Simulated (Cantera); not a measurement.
Charge: 1 mol HMDSO, 3.8 mol NO, 0.38 mol H2, equilibrated at 0.345 Torr.

These are equilibrium values from Cantera (NASA tables, ideal gas, pure condensed phases), not measurements of a reactor. Candidate condensed phases: C, C6H6, C7H8, C8H18, H2O, Si, SiC, SiO2, Si2N2O, Si3N4; 151 gas species. The feed counts by its element totals alone. Kinetics and transport are ignored. All values below are at 1500 K.

Base state: H2 0.583, CO 0.274, N2 0.118, SiO 0.0249, H 0.000627, HCN 4.07e-5 (mole fractions); condensed: SiC(s).

Task: What changes in the equilibrium state with this change: NO from 3.8 to 1.5 mol?

Result: 
```
species             before     after
----------------  --------  --------
H2                   0.583     0.742
CO                   0.274     0.197
N2                   0.118    0.0592
SiO                 0.0249  0.000387
HCN                4.07e-5  0.000222
H                 0.000627  0.000707
SiC(s), mol           1.60      2.00
C(graphite), mol         0      1.51
```

Task: What changes in the equilibrium state with this change: NO from 3.8 to 8.1 mol?

Result: 
| species | before | after |
|---|---|---|
| H2 | 0.583 | 0.461 |
| CO | 0.274 | 0.295 |
| N2 | 0.118 | 0.199 |
| SiO | 0.0249 | 0.0443 |
| HCN | 4.07e-5 | 8.88e-7 |
| H2O | 8.58e-7 | 3.88e-5 |
| H | 0.000627 | 0.000557 |
| SiC(s), mol | 1.60 | 0 |
| SiO2(β-quartz), mol | 0 | 1.10 |
The tables hold silica as quartz up to 1696 K and as liquid above; real silica turns to tridymite and cristobalite and melts near 1996 K.
